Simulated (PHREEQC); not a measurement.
**Copper plating or etch bath: speciation**

Make-up at 25 °C: 0.019 mol CuSO4 and 0.00021 mol Na2SO4 per kg of water. Closed to the air; pH follows from the charge balance.

Computed with PHREEQC (ion-association model, wateq4f.dat).

The pH is 4.79. The ionic strength is 0.0493 mol/kgw.

```tsv
species	molality	activity	log γ
SO4-2	0.0124	0.00574	-0.334
Cu+2	0.0122	0.00588	-0.315
CuSO4	0.00681	0.00689	0.005
Na+	0.000408	0.000336	-0.084
H+	1.91e-5	1.63e-5	-0.068
Cu2(OH)2+2	1.24e-5	5.68e-6	-0.341
NaSO4-	1.17e-5	9.67e-6	-0.081
HSO4-	1.11e-5	9.11e-6	-0.085
```

Precipitation was switched off in this run. Saturation is exceeded, for instance for Antlerite, Brochantite; the values hold only as long as no solid forms. Species that the database lacks are ignored.
